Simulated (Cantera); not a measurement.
Low-pressure radical oxidation in H2/O2

An isothermal, constant-pressure homogeneous reactor starts with 12.3 % H2, 87.7 % O2, at 1175 K and 0.00138 atm.

Cantera simulation using GRI-Mech 3.0 (53 species, 325 reactions); the numbers are that mechanism's predictions, not measurements. Radical loss at walls, strong at low pressure, is not modelled. The temperature is held fixed by assumption; the heat of reaction is taken as removed at once.

```csv
t (s),x H2,x O2,x H,x H2O2,x H2O
4.00e-5,0.123,0.877,2.47e-10,<1e-12,<1e-12
0.000100,0.123,0.877,5.93e-10,<1e-12,7.20e-12
0.000252,0.123,0.877,1.38e-9,<1e-12,9.81e-11
0.000633,0.123,0.877,3.46e-9,1.07e-12,1.19e-9
0.00159,0.123,0.877,1.36e-8,6.75e-12,1.47e-8
0.00399,0.123,0.877,2.21e-7,4.24e-11,4.08e-7
0.0100,0.122,0.877,0.000184,3.30e-10,0.000364
0.0252,0.00470,0.797,0.0371,2.16e-8,0.0962
0.0632,0.00382,0.797,0.0345,1.87e-8,0.0989
0.159,0.00364,0.802,0.0315,1.94e-8,0.101
0.398,0.00320,0.812,0.0249,2.09e-8,0.106
1.00,0.00227,0.832,0.0138,2.37e-8,0.115
```
x: mole fraction; the columns are a selection and need not sum to one.

Equilibrium at this temperature and pressure: H2 2.82e-8, O2 0.869, H 5.54e-10, H2O2 8.70e-11, H2O 0.131 (gas phase only).
